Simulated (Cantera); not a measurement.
Cantera run, input and output.

```python
import numpy as np
import cantera as ct

gas = ct.Solution("gri30.yaml")
gas.TPX = 1200, 15000, {'C2H6': 1, 'H2': 5.3}
inlet = ct.Reservoir(gas, clone=True)

reactor = ct.IdealGasConstPressureReactor(gas, energy="off", clone=False)
exhaust = ct.Reservoir(gas, clone=True)
tau = [5.8, 2.8, 1.3, 0.62, 0.3, 0.14, 0.067, 0.032, 0.015, 0.0071, 0.0034][0]
for a, b in ((inlet, reactor), (reactor, exhaust)):
    ct.MassFlowController(a, b, mdot=lambda t: reactor.mass / tau)
net = ct.ReactorNet([reactor])
show = ['C2H6', 'H2', 'CH4', 'CH2', 'C2H']

rows = []
print(f"{'tau/s':>10s}{'T/K':>9s}" + "".join(f"{s:>11s}" for s in show))
for tau in [5.8, 2.8, 1.3, 0.62, 0.3, 0.14, 0.067, 0.032, 0.015, 0.0071, 0.0034]:
    net.initial_time = 0.0
    net.advance(30 * tau)
    before = gas.X
    net.advance(40 * tau)
    drift = np.max(np.abs(gas.X - before) / (gas.X + 1e-9))
    rows.append([gas.T, *gas[show].X, drift])
    print(f"{tau:10.3e}{gas.T:9.1f}" + "".join(f"{x:11.3e}" for x in gas[show].X))
```

Output:

```
     tau/s      T/K       C2H6         H2        CH4        CH2        C2H
 5.800e+00   1200.0  2.253e-03  8.242e-01  7.591e-02  3.125e-11  3.981e-11
 2.800e+00   1200.0  3.135e-03  8.301e-01  6.504e-02  4.046e-11  4.597e-11
 1.300e+00   1200.0  4.681e-03  8.341e-01  5.658e-02  5.419e-11  4.944e-11
 6.200e-01   1200.0  7.239e-03  8.364e-01  5.061e-02  7.345e-11  4.794e-11
 3.000e-01   1200.0  1.155e-02  8.377e-01  4.595e-02  1.008e-10  4.110e-11
 1.400e-01   1200.0  1.947e-02  8.384e-01  4.122e-02  1.421e-10  2.964e-11
 6.700e-02   1200.0  3.273e-02  8.391e-01  3.558e-02  1.967e-10  1.773e-11
 3.200e-02   1200.0  5.394e-02  8.401e-01  2.799e-02  2.624e-10  8.364e-12
 1.500e-02   1200.0  8.306e-02  8.411e-01  1.883e-02  3.235e-10  2.958e-12
 7.100e-03   1200.0  1.123e-01  8.416e-01  1.067e-02  3.459e-10  8.117e-13
 3.400e-03   1200.0  1.344e-01  8.417e-01  5.072e-03  3.020e-10  1.731e-13
```

Computed with Cantera and GRI-Mech 3.0 (53 species, 325 reactions). GRI-Mech 3.0 stops at C3 and has no aromatics, soot or wall deposition, so with more carbon than oxygen in the feed, carbon stays in small species such as C2H2 where larger ones or solid carbon would form.
